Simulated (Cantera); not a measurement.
A Cantera script and its output.

```python
import numpy as np
import cantera as ct

gas = ct.Solution("gri30.yaml", transport_model="mixture-averaged")
show = ['H2O', 'CO2', 'H']

rows = []
print(f"{'T/K':>7s}{'rho':>11s}{'cp':>10s}{'mu':>11s}{'lambda':>11s}{'Pr':>7s}" + "".join(f"{'D_' + s:>11s}" for s in show))
for T in [400, 500, 600, 700, 800, 900, 1000]:
    gas.TPX = T, 250, {'H2': 0.47}
    Pr = gas.cp_mass * gas.viscosity / gas.thermal_conductivity
    D = [gas.mix_diff_coeffs_mole[gas.species_index(s)] for s in show]
    rows.append([gas.density, gas.cp_mass, gas.viscosity, gas.thermal_conductivity, Pr, *D])
    print(f"{T:7g}{gas.density:11.4e}{gas.cp_mass:10.1f}{gas.viscosity:11.4e}"
          f"{gas.thermal_conductivity:11.4e}{Pr:7.3f}" + "".join(f"{d:11.4e}" for d in D))
print("SI units: kg/m3, J/kg/K, Pa s, W/m/K, m2/s")
```

Output:

```
    T/K        rho        cp         mu     lambda     Pr      D_H2O      D_CO2        D_H
    400 1.5154e-04   14522.5 1.0869e-05 2.2910e-01  0.689 5.8905e-02 4.4327e-02 1.4343e-01
    500 1.2123e-04   14532.6 1.2568e-05 2.6501e-01  0.689 8.7844e-02 6.4965e-02 2.0920e-01
    600 1.0103e-04   14511.2 1.4145e-05 2.9848e-01  0.688 1.2103e-01 8.8500e-02 2.8415e-01
    700 8.6596e-05   14555.7 1.5629e-05 3.3105e-01  0.687 1.5816e-01 1.1474e-01 3.6769e-01
    800 7.5772e-05   14690.4 1.7037e-05 3.6340e-01  0.689 1.9897e-01 1.4354e-01 4.5938e-01
    900 6.7353e-05   14866.4 1.8383e-05 3.9578e-01  0.691 2.4329e-01 1.7478e-01 5.5884e-01
   1000 6.0617e-05   14961.9 1.9676e-05 4.2830e-01  0.687 2.9094e-01 2.0836e-01 6.6576e-01
SI units: kg/m3, J/kg/K, Pa s, W/m/K, m2/s
```

Cantera simulation using GRI-Mech 3.0 (53 species, 325 reactions); the numbers are that mechanism's predictions, not measurements.
